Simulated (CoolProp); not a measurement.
Vapour-liquid equilibrium of fluoroethane (R161) (1) + R227EA (2) at 0.021 bar; x and y are mole fractions of (1).

The numbers come from the multi-fluid Helmholtz-energy mixture model, Wu 2012 and Lemmon 2016; pair parameters Bell 2016 in CoolProp.

| x | bubble temperature, mixture model (K) | bubble temperature, Raoult's law (K) | y, mixture model | y, Raoult's law |
|---|---|---|---|---|
| 0.05 | 193.1 | 191.6 | 0.076 | 0.185 |
| 0.15 | 191.9 | 188.6 | 0.281 | 0.442 |
| 0.25 | (withheld) | 186.1 | 0.504 | 0.608 |
| 0.35 | 187.2 | 184.1 | 0.685 | 0.721 |
| 0.45 | (withheld) | 182.3 | 0.809 | 0.801 |
| 0.55 | 182.2 | 180.8 | 0.886 | 0.860 |
| 0.65 | 180.3 | 179.4 | 0.933 | 0.905 |
| 0.75 | (withheld) | 178.2 | 0.962 | 0.940 |
| 0.85 | 177.3 | 177.1 | 0.981 | 0.968 |
| 0.95 | 176.2 | 176.2 | 0.995 | 0.990 |

Problem. Some entries are withheld; supply them.

Solution. 
- 0.25, bubble temperature, mixture model (K): 189.8
- 0.45, bubble temperature, mixture model (K): 184.6
- 0.75, bubble temperature, mixture model (K): 178.6

The largest gap from Raoult's law is +3.7 K in bubble temperature, at x = 0.25. No azeotrope shows between x = 0.05 and 0.95.

The pair parameters rest on a limited set of measurements; away from them the model extrapolates.
